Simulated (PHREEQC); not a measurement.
Dissolve 0.0064 mol CdCl2, 0.0011 mol KCl and 0.034 mol KHSO4 per kg of water at 25 °C. Closed to the air; pH follows from the charge balance.

The numbers come from PHREEQC with the ion-association model, wateq4f.dat.

**Question.** The ionic strength comes out as 0.0800 mol/kgw. What activity coefficients do HSO4-, Cl-, K+, SO4-2, H+ get?

**Answer.** HSO4- 0.79, Cl- 0.78, K+ 0.78, SO4-2 0.40, H+ 0.83.

This is a speciation only: nothing precipitates in the calculation.
